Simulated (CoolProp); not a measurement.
Methane along the isobar 62.3 bar: fugacity coefficient from the reference equation and from simpler models built on Tc = -82.6 °C, pc = 45.99 bar, ω = 0.011; each cubic takes its own stable root.

Values from CoolProp's reference Helmholtz-energy equation of state, Setzmann 1991.

| T (°C) | phase | reference |
|---|---|---|
| -157.15 | liquid | 0.02791 |
| -145.35 | liquid | 0.05961 |
| -133.55 | liquid | 0.1096 |
| -121.75 | liquid | 0.1796 |
| -109.85 | liquid | 0.2699 |
| -98.05 | liquid | 0.3755 |
| -86.25 | liquid | 0.4907 |
| -74.45 | supercritical | 0.6032 |

Problem. How far does each simpler model (van der Waals, Soave-Redlich-Kwong) lie from the reference over these 8 states: mean and median of the absolute difference, and the worst?

Solution. 
- van der Waals: mean 70.1 %, median 44.8 %, worst +217.5 % at -157.15 °C and 62.3 bar
- Soave-Redlich-Kwong: mean 1.3 %, median 1.4 %, worst +2.1 % at -109.85 °C and 62.3 bar
